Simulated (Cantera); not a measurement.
Input: 1 mol Si₂H₆, 5.4 mol O₃, equilibrated at 0.000180 bar.

These are equilibrium values from Cantera (NASA tables, ideal gas, pure condensed phases), not measurements of a reactor. Candidate condensed phases: H₂O, Si, SiO₂; 18 gas species. The feed counts by its element totals alone. The tables hold silica as quartz up to 1696 K and as liquid above; real silica turns to tridymite and cristobalite and melts near 1996 K. Kinetics and transport are ignored.

Task: Which condensed phases are stable at each of these points (T (K)): 625, 725, 825, 925, 1025, 1125, 1225, 1325, 1425, 1525, 1625, 1725, 1825?

Result: 
```json
[
 {"T (K)": "625", "condensed phases": "SiO₂(α-quartz)", "Si condensed (%)": "100.0"},
 {"T (K)": "725", "condensed phases": "SiO₂(α-quartz)", "Si condensed (%)": "100.0"},
 {"T (K)": "825", "condensed phases": "SiO₂(α-quartz)", "Si condensed (%)": "100.0"},
 {"T (K)": "925", "condensed phases": "SiO₂(β-quartz)", "Si condensed (%)": "100.0"},
 {"T (K)": "1025", "condensed phases": "SiO₂(β-quartz)", "Si condensed (%)": "100.0"},
 {"T (K)": "1125", "condensed phases": "SiO₂(β-quartz)", "Si condensed (%)": "100.0"},
 {"T (K)": "1225", "condensed phases": "SiO₂(β-quartz)", "Si condensed (%)": "100.0"},
 {"T (K)": "1325", "condensed phases": "SiO₂(β-quartz)", "Si condensed (%)": "100.0"},
 {"T (K)": "1425", "condensed phases": "SiO₂(β-quartz)", "Si condensed (%)": "100.0"},
 {"T (K)": "1525", "condensed phases": "SiO₂(β-quartz)", "Si condensed (%)": "100.0"},
 {"T (K)": "1625", "condensed phases": "SiO₂(β-quartz)", "Si condensed (%)": "100.0"},
 {"T (K)": "1725", "condensed phases": "SiO₂(condensed)", "Si condensed (%)": "100.0"},
 {"T (K)": "1825", "condensed phases": "SiO₂(condensed)", "Si condensed (%)": "99.9"}
]
```

From 625 K to 825 K the condensed part is SiO₂(α-quartz). From 925 K to 1625 K the condensed part is SiO₂(β-quartz). From 1725 K to 1825 K the condensed part is SiO₂(condensed).
